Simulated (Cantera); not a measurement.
# Pyrogenic steam for wet oxidation

An isothermal, constant-pressure homogeneous reactor starts with H2 : O2 : N2 = 4.7 : 1 : 1.9 (molar parts), equivalence ratio 2.4, at 1075 K and 0.160 bar.

Computed with Cantera and GRI-Mech 3.0 (53 species, 325 reactions). The temperature is held fixed by assumption; the heat of reaction is taken as removed at once.

```csv
t (s),x H2,x O2,x NO,x H2O2,x O,x HO2,x NO2
0.000300,0.618,0.132,<1e-12,1.45e-8,1.87e-6,2.47e-6,<1e-12
0.00105,0.361,2.57e-5,4.77e-7,7.36e-9,4.57e-5,1.04e-8,<1e-12
0.00365,0.400,5.55e-7,4.98e-7,1.23e-9,1.34e-6,2.42e-10,<1e-12
0.0127,0.407,3.59e-8,4.93e-7,3.09e-10,8.62e-8,1.88e-11,<1e-12
0.0444,0.408,2.96e-9,4.66e-7,8.23e-11,6.59e-9,2.30e-12,<1e-12
0.155,0.409,2.91e-10,3.62e-7,2.08e-11,5.30e-10,<1e-12,<1e-12
0.540,0.409,3.41e-11,1.86e-7,4.29e-12,4.32e-11,<1e-12,<1e-12
1.88,0.409,3.93e-12,6.15e-8,<1e-12,3.56e-12,<1e-12,<1e-12
6.58,0.409,<1e-12,1.58e-8,<1e-12,<1e-12,<1e-12,<1e-12
22.9,0.409,<1e-12,3.70e-9,<1e-12,<1e-12,<1e-12,<1e-12
80.0,0.409,<1e-12,8.32e-10,<1e-12,<1e-12,<1e-12,<1e-12
```
x: mole fraction; the columns are a selection and need not sum to one.

Equilibrium at this temperature and pressure: H2 0.409, O2 <1e-12, NO <1e-12, H2O2 <1e-12, O <1e-12, HO2 <1e-12, NO2 <1e-12 (gas phase only).
